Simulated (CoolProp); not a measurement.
Vapour pressure (bar) of R21: the reference equation beside estimates from Tc = 179.6 °C, pc = 52.89 bar, ω = 0.206.

The numbers come from the reference Helmholtz-energy equation of state, Platzer 1990 in CoolProp. This equation is an older, rougher fit; its heat capacities, sound speeds and derivatives of the liquid may be far off and weren't checked against measurements.

| T (°C) | reference | van der Waals | Redlich-Kwong | Soave-Redlich-Kwong |
|---|---|---|---|---|
| -13.85 | 0.3835 | 3.495 | 0.6534 | 0.3810 |
| -7.95 | 0.5029 | 3.995 | 0.8382 | 0.4992 |
| -2.05 | 0.6505 | 4.542 | 1.061 | 0.6454 |
| 3.75 | 0.8274 | 5.128 | 1.321 | 0.8206 |
| 9.65 | 1.045 | 5.775 | 1.633 | 1.036 |
| 15.45 | 1.300 | 6.462 | 1.991 | 1.289 |
| 21.35 | 1.606 | 7.215 | 2.412 | 1.593 |
| 27.25 | 1.966 | 8.024 | 2.895 | 1.951 |
| 33.05 | 2.378 | 8.876 | 3.437 | 2.361 |
| 38.95 | 2.862 | 9.802 | 4.060 | 2.843 |
| 44.75 | 3.407 | 10.77 | 4.748 | 3.388 |
| 50.65 | 4.038 | 11.82 | 5.531 | 4.020 |
| 56.55 | 4.754 | 12.93 | 6.403 | 4.738 |
| 62.35 | 5.547 | 14.09 | 7.350 | 5.534 |

Absolute difference from the reference over all 14 rows, mean and median: van der Waals 384.4 and 328.7 %, Redlich-Kwong 49.8 and 48.7 %, Soave-Redlich-Kwong 0.7 and 0.7 %.
